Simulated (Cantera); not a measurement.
**Adiabatic ignition**

An adiabatic, constant-pressure homogeneous reactor starts with 5.10 % CH₄, 17.3 % O₂, 64.8 % N₂, 12.8 % H₂O, at 1748 K and 735 Torr.

Computed with Cantera and GRI-Mech 3.0 (53 species, 325 reactions).

```tsv
t (s)	T (K)	x CH₄	x O₂	x H₂O	x H₂O₂	x C₂H₄
5.00e-6	1748	0.0510	0.173	0.128	8.93e-8	2.86e-9
1.28e-5	1748	0.0510	0.173	0.128	1.79e-7	8.13e-8
3.27e-5	1748	0.0507	0.173	0.128	2.95e-7	2.31e-6
8.36e-5	1750	0.0488	0.172	0.129	1.06e-6	9.87e-5
0.000214	2367	<1e-12	0.0723	0.197	2.79e-7	<1e-12
0.000547	2534	<1e-12	0.0700	0.210	4.11e-7	<1e-12
0.00140	2537	<1e-12	0.0696	0.210	4.19e-7	<1e-12
0.00358	2534	<1e-12	0.0686	0.211	4.14e-7	<1e-12
0.00914	2530	<1e-12	0.0668	0.211	4.05e-7	<1e-12
0.0234	2525	<1e-12	0.0650	0.211	3.96e-7	<1e-12
0.0598	2524	<1e-12	0.0646	0.211	3.94e-7	<1e-12
0.153	2524	<1e-12	0.0646	0.211	3.94e-7	<1e-12
0.391	2524	<1e-12	0.0646	0.211	3.94e-7	<1e-12
1.00	2524	<1e-12	0.0646	0.211	3.94e-7	<1e-12
```
x: mole fraction; the columns are a selection and need not sum to one.

```
Property                                                          Result
---------------------------------  -------------------------------------
time of steepest temperature rise                               0.153 ms
temperature at 1.00 s                                             2524 K
equilibrium temperature                                           2524 K
x(CH₄) at 1.00 s                   <1e-12 (gas-phase equilibrium <1e-12)
x(O₂) at 1.00 s                    0.0646 (gas-phase equilibrium 0.0646)
x(H₂O) at 1.00 s                     0.211 (gas-phase equilibrium 0.211)
```
